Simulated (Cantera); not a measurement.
Feed: 1 mol Ca(OH)2, 0.38 mol C, 6.8 mol O2, at 2.40 bar.

Equilibrium computed with Cantera from the NASA thermochemical tables; the gas is ideal and each condensed phase is pure. Candidate condensed phases: C, C6H6, C7H8, C8H18, Ca, CaCO3, CaO, Ca(OH)2, H2O; 115 gas species. Equilibrium is a limit: real reactors are often held back by kinetics, nucleation or transport. All values below are at 775 K.

Base state: O2 0.865, H2O 0.135, CO2 5.59e-5 (mole fractions); condensed: CaCO3(calcite) + CaO(s).

Problem. What changes in the equilibrium state with this change: pressure from 2.40 bar to 1.33 mbar?

Solution. 
| species | before | after |
|---|---|---|
| O2 | 0.865 | 0.823 |
| H2O | 0.135 | 0.128 |
| CO2 | 5.59e-5 | 0.0487 |
| CaCO3(calcite), mol | 0.380 | 0 |
| CaO(s), mol | 0.620 | 1.00 |
